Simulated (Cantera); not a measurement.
Charge: 1 mol BF3, 0.082 mol H2O, 4.5 mol N2, 110 mol H2, at 850 K and 1.33 mbar.

Equilibrium computed with Cantera from the NASA thermochemical tables; the gas is ideal and each condensed phase is pure. N2 is the only nitrogen source here; it is nearly inert below about 1500 K, so the nitride shown seldom forms there in practice. The numbers say what is thermodynamically allowed, not how fast it happens.

```csv
species,before,after
H2,0.951,0.860
H2O,0.000229,0.0831
N2,0.0386,0.0352
HF,0.00301,0.0211
BF3,0.00749,0.000723
(HBO2)3,1.14e-9,5.78e-5
B3O3F3,0.000157,5.73e-5
"BN(s), mol",0.0790,0
"B2O3(l), mol",0,0.431
```
Gas species are given as mole fractions.

Problem. Which change was made?
A) pressure from 1.33 mbar to 0.140 bar
B) H2O from 0.082 to 12 mol
C) temperature from 850 K to 1275 K
D) temperature from 850 K to 2373 K

Solution. B, H2O from 0.082 to 12 mol. Gases not in the tables: H3BO3
